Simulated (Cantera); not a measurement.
A perfectly stirred reactor is fed with H₂ : O₂ : N₂ = 1 : 1.09 : 4.09 (molar parts), at 580000 Pa; it is adiabatic with a 600 K inlet, and is followed from long to short residence time, starting on the burning branch (τ in s: 0.12, 0.059, 0.029, 0.015, 0.0073, 0.0036, 0.0018, 0.0009, 0.00045, 0.00022, 0.00011, 5.5e-05).

Cantera simulation using the H2/O2 subset of GRI-Mech 3.0, which has no nitrogen chemistry; the numbers are that mechanism's predictions, not measurements. The hydrogen kinetics of GRI-Mech 3.0 are dated; newer H2 mechanisms differ, most at raised pressure.

x: mole fraction; the columns are a selection and need not sum to one.

| τ (s) | T (K) | x H₂ | x O₂ | x O | x OH | x H₂O₂ |
|---|---|---|---|---|---|---|
| 0.12 | 1813 | 3.05e-5 | 0.104 | 2.52e-5 | … | 1.54e-7 |
| 0.059 | 1813 | 4.47e-5 | 0.104 | 3.12e-5 | … | 1.75e-7 |
| 0.029 | 1812 | 6.89e-5 | 0.104 | 4.20e-5 | … | 2.12e-7 |
| 0.015 | 1811 | 0.000105 | 0.104 | 5.90e-5 | … | 2.65e-7 |
| 0.0073 | 1810 | 0.000169 | 0.104 | 8.94e-5 | … | 3.49e-7 |
| 0.0036 | 1807 | 0.000269 | 0.104 | 0.000139 | … | 4.63e-7 |
| 0.0018 | 1804 | 0.000425 | 0.103 | 0.000217 | … | 6.13e-7 |
| 0.00090 | 1800 | 0.000670 | 0.103 | 0.000341 | … | 8.10e-7 |
| 0.00045 | 1793 | 0.00106 | 0.103 | 0.000537 | … | 1.06e-6 |
| 0.00022 | 1783 | 0.00169 | 0.103 | 0.000855 | … | 1.40e-6 |
| 0.00011 | 1768 | 0.00266 | 0.103 | 0.00132 | … | 1.83e-6 |
| 5.5e-5 | 1746 | 0.00418 | 0.103 | 0.00200 | … | 2.39e-6 |

**Question.** Fill in the missing entries.

**Answer.** 
- 0.12, x OH: 0.000620
- 0.059, x OH: 0.000687
- 0.029, x OH: 0.000792
- 0.015, x OH: 0.000930
- 0.0073, x OH: 0.00113
- 0.0036, x OH: 0.00140
- 0.0018, x OH: 0.00172
- 0.00090, x OH: 0.00213
- 0.00045, x OH: 0.00262
- 0.00022, x OH: 0.00322
- 0.00011, x OH: 0.00389
- 5.5e-5, x OH: 0.00462
